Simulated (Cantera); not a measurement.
Mixture: CH4 : CO : O2 : N2 = 1 : 0.23 : 3.65 : 13.7 (molar parts), equivalence ratio 0.58, at 9.87 atm, adiabatic and at constant volume. Ignition delay is the time to a rise of 400 K.

Detailed kinetics in Cantera: GRI-Mech 3.0 (53 species, 325 reactions).

```tsv
quantity	before	after
delay at 1175 K	5.92 ms	5.26 ms
delay at 1275 K	1.62 ms	1.50 ms
delay at 1375 K	0.516 ms	0.494 ms
delay at 1475 K	0.187 ms	0.182 ms
delay at 1575 K	75.2 µs	74.3 µs
delay at 1675 K	33.7 µs	33.5 µs
delay at 1775 K	16.6 µs	16.5 µs
apparent activation energy between 1575 and 1775 K	180 kJ/mol	170 kJ/mol
```

Problem. Which change was made?
A) CO 0.23 to 0.083 parts
B) pressure from 9.87 atm to 29.6 atm
C) CO 0.23 to 0.58 parts
D) pressure from 9.87 atm to 2.37 atm

Solution. A, CO 0.23 to 0.083 parts
